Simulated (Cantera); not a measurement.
An isothermal, constant-pressure homogeneous reactor starts with 9.26 % NH3, 90.7 % H2, at 1875 K and 2900 Pa.

Detailed kinetics in Cantera: the gas-phase N/H chemistry of the illustrative SiF4/NH3 mechanism in the Surface Chemkin manual (1991). Walls and surfaces, which speed up NH3 decomposition in real reactors, are not modelled.

Question: Predict: x(NH3) at 20.0 s; x(H2) at 20.0 s; x(N2) at 20.0 s; x(N2H2) at 20.0 s; x(NH2) at 20.0 s; x(H) at 20.0 s.

Answer: 
- x(NH3) at 20.0 s = 0.000988 (gas-phase equilibrium 1.39e-7)
- x(H2) at 20.0 s = 0.954 (gas-phase equilibrium 0.954)
- x(N2) at 20.0 s = 0.0419 (gas-phase equilibrium 0.0423)
- x(N2H2) at 20.0 s = 1.61e-9 (gas-phase equilibrium <1e-12)
- x(NH2) at 20.0 s = 8.03e-6 (gas-phase equilibrium 1.52e-9)
- x(H) at 20.0 s = 0.00280 (gas-phase equilibrium 0.00378)
